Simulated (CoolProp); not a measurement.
Vapour-liquid equilibrium of n-hexane (1) + ethylbenzene (2) at 292.3 K; x and y are mole fractions of (1).

Model: multi-fluid Helmholtz-energy mixture model, Thol 2019 and Zhou 2012; pair parameters Bell 2016, in CoolProp.

| x | bubble pressure (kPa) | y at the bubble point | dew pressure at overall composition x (kPa) | liquid density (mol/L) |
|---|---|---|---|---|
| 0.05 | 2.050 | 0.578 | 0.9535 | 8.148 |
| 0.125 | 3.579 | 0.776 | 1.032 | 8.113 |
| 0.2 | 4.928 | 0.849 | 1.124 | 8.077 |
| 0.275 | 6.136 | 0.888 | 1.235 | 8.040 |
| 0.35 | 7.235 | 0.913 | 1.370 | 8.003 |
| 0.425 | 8.255 | 0.930 | 1.538 | 7.966 |
| 0.5 | 9.218 | 0.944 | 1.752 | 7.927 |
| 0.575 | 10.15 | 0.955 | 2.036 | 7.889 |
| 0.65 | 11.06 | 0.964 | 2.428 | 7.850 |
| 0.725 | 11.97 | 0.973 | 3.006 | 7.810 |
| 0.8 | 12.89 | 0.981 | 3.939 | 7.770 |
| 0.875 | 13.85 | 0.988 | 5.676 | 7.729 |
| 0.95 | 14.85 | 0.995 | 9.717 | 7.687 |

No azeotrope shows between x = 0.05 and 0.95.

The pair parameters rest on a limited set of measurements; away from them the model extrapolates.
